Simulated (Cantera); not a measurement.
Input: 1 mol SiHCl3, 10 mol NH3, 2.6 mol N2, at 17.0 mbar.

These are equilibrium values from Cantera (NASA tables, ideal gas, pure condensed phases), not measurements of a reactor. Candidate condensed phases: NH4Cl, Si, Si3N4; 28 gas species. Gases not in the tables: Si2H6 and higher silanes. Kinetics and transport are ignored.

Q: What share of the Si ends up in condensed phases as a function of T (K), at 1123, 1198, 1273, 1348, 1423, 1498, 1573, 1648, 1723, 1798, 1873?

A: 
| T (K) | Si condensed (%) | as |
|---|---|---|
| 1123 | 99.8 | Si3N4(s) |
| 1198 | 99.7 | Si3N4(s) |
| 1273 | 99.6 | Si3N4(s) |
| 1348 | 98.9 | Si3N4(s) |
| 1423 | 96.8 | Si3N4(s) |
| 1498 | 91.5 | Si3N4(s) |
| 1573 | 81.1 | Si3N4(s) |
| 1648 | 65.3 | Si3N4(s) |
| 1723 | 46.4 | Si3N4(s) |
| 1798 | 35.7 | Si(l) |
| 1873 | 37.0 | Si(l) |
